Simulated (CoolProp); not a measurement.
Vapour-liquid equilibrium of CH2F2 (R32) (1) + fluoroethane (R161) (2) at 0.548 bar; x and y are mole fractions of (1).

Model: multi-fluid Helmholtz-energy mixture model, Tillner-Roth 1997 and Wu 2012; pair parameters Bell 2016, in CoolProp.

```tsv
x	bubble temperature, mixture model (K)	bubble temperature, Raoult's law (K)	y, mixture model	y, Raoult's law
0.05	221.6	222.1	0.116	0.095
0.2	218.4	219.6	0.363	0.335
0.35	[?]	217.3	[?]	0.521
0.5	214.4	215.4	0.661	0.670
0.65	[?]	213.6	[?]	0.791
0.8	211.6	212.0	0.874	0.891
0.95	210.5	210.6	0.969	0.975
```

Problem. Complete the blanks.

Solution. 
- 0.35, bubble temperature, mixture model (K): 216.1
- 0.35, y, mixture model: 0.530
- 0.65, bubble temperature, mixture model (K): 212.9
- 0.65, y, mixture model: 0.773

The largest gap from Raoult's law is -1.2 K in bubble temperature, at x = 0.35. No azeotrope shows between x = 0.05 and 0.95.

The pair parameters rest on a limited set of measurements; away from them the model extrapolates.
